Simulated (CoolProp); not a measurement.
The numbers come from the reference Helmholtz-energy equation of state, Setzmann 1991 in CoolProp.

### Question
For methane, give the phase and the cv (kJ/(kg K)), Joule-Thomson coefficient (K/MPa), viscosity (µPa s) at 299.8 K and 0.0764 MPa; 125.3 K and 9.37 MPa.

### Answer
- 299.8 K and 0.0764 MPa: gas; cv 1.71, Joule-Thomson coefficient 4.33, viscosity 11.2
- 125.3 K and 9.37 MPa: liquid; cv 2.02, Joule-Thomson coefficient -0.402, viscosity 98.6

Viscosity comes from a separate model (Quiñones-Cisneros 2006).
